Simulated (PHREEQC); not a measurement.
PHREEQC input (Pitzer model, pitzer.dat):

```
SOLUTION 1
  temp 25
  units mol/kgw
  pH 7 charge
  C(4) 0.099
  Na 0.2183
  S(6) 0.0073
END
USE solution 1
INCREMENTAL_REACTIONS false
REACTION 1
  H2O -1
  0 9.886 18.011 24.689 30.178 34.689 38.397 41.444
  43.949 46.007 47.699 49.089 50.232 51.172 51.944 52.578
  53.1 53.528 53.88 54.17 54.408 54.603 54.764 54.896
  55.005 55.094 moles
EQUILIBRIUM_PHASES 1
  Burkeite 0 0
  Mirabilite 0 0
  Nahcolite 0 0
  Natron 0 0
  Thenardite 0 0
  Trona 0 0
  CO2(g) -3.4 10
SELECTED_OUTPUT 1
  -reset false
  -pH true
  -pe true
  -ionic_strength true
  -water true
  -activities H2O
  -totals C Na S
  -molalities H+ Na+ CO3-2 SO4-2 OH- HCO3- CO2 HSO4-
  -equilibrium_phases Burkeite Mirabilite Nahcolite Natron Thenardite Trona
PRINT
  -reset false
END
```

Selected output (columns that matter, 19 of 26 rows; water left (kg) added in front):

```
water left (kg)	pH	mu	C	Na	S	m_H+	m_Na+	m_CO3-2	m_SO4-2	m_OH-	m_HCO3-	la_H2O	Trona
0.999518	9.8657	0.29663	0.13279	0.21841	0.0073035	2.299e-10	0.21841	0.07092	0.0073035	0.00010621	0.061852	-0.0023249	0
0.821458	9.8958	0.36406	0.15844	0.26575	0.0088866	2.2312e-10	0.26575	0.089427	0.0088866	0.0001158	0.069003	-0.00277	0
0.55485	9.9511	0.54726	0.22634	0.39344	0.013157	2.1417e-10	0.39344	0.14067	0.013157	0.00013555	0.085658	-0.0039325	0
0.455997	9.9764	0.67036	0.27097	0.47873	0.016009	2.1179e-10	0.47873	0.17562	0.016009	0.00014538	0.095337	-0.0046838	0
0.307988	10.022	1.0041	0.3896	0.70879	0.023702	2.1071e-10	0.70879	0.27164	0.023702	0.00016378	0.11795	-0.0066331	0
0.253121	10.042	1.228	0.4679	0.86243	0.02884	2.1177e-10	0.86243	0.33669	0.02884	0.0001717	0.13119	-0.0078853	0
0.208017	10.061	1.5011	0.56255	1.0494	0.035093	2.1366e-10	1.0494	0.41653	0.035093	0.00017826	0.146	-0.0093691	0
0.1405	10.094	2.2397	0.81565	1.5537	0.051957	2.1867e-10	1.5537	0.63399	0.051957	0.00018564	0.18166	-0.013229	0
0.115476	10.108	2.7338	0.98368	1.8904	0.063216	2.2086e-10	1.8904	0.78014	0.063216	0.00018561	0.20353	-0.01575	0
0.0948999	10.121	3.3358	1.1878	2.3003	0.076923	2.2193e-10	2.3003	0.95854	0.076923	0.00018265	0.2292	-0.018815	0
0.0640807	10.141	4.961	1.7382	3.4066	0.11392	2.1691e-10	3.4066	1.4405	0.11392	0.0001672	0.29768	-0.027373	0
0.0526667	10.147	6.0448	2.1064	4.1449	0.13861	2.0857e-10	4.1449	1.7612	0.13861	0.00015485	0.34513	-0.033518	0
0.0355587	10.145	8.9643	3.1086	6.1391	0.20529	1.7505e-10	6.1391	2.6198	0.20529	0.00012293	0.48877	-0.052714	0
0.0286891	10.14	9.2294	3.1545	6.3193	0.25445	1.7071e-10	6.3193	2.6557	0.25445	0.00012045	0.49884	-0.054577	0.012335
0.0229696	10.135	9.3249	3.1223	6.3825	0.31781	1.6823e-10	6.3825	2.6245	0.31781	0.00011971	0.49779	-0.055141	0.023899
0.0144301	10.118	9.6104	3.0274	6.5719	0.50589	1.6084e-10	6.5719	2.5326	0.50589	0.00011743	0.49472	-0.056849	0.041156
0.0112552	10.105	9.8295	2.9562	6.7172	0.64859	1.5522e-10	6.7172	2.4637	0.64859	0.00011564	0.49245	-0.058178	0.047566
0.00650383	10.062	10.572	2.7252	7.2101	1.1224	1.3657e-10	7.2101	2.24	1.1224	0.0001093	0.48528	-0.062829	0.057135
0.00475027	10.023	11.244	2.5307	7.6556	1.5368	1.2054e-10	7.6556	2.0512	1.5368	0.00010331	0.4795	-0.067241	0.060645
```

Complexes and solids missing from the database can't appear.
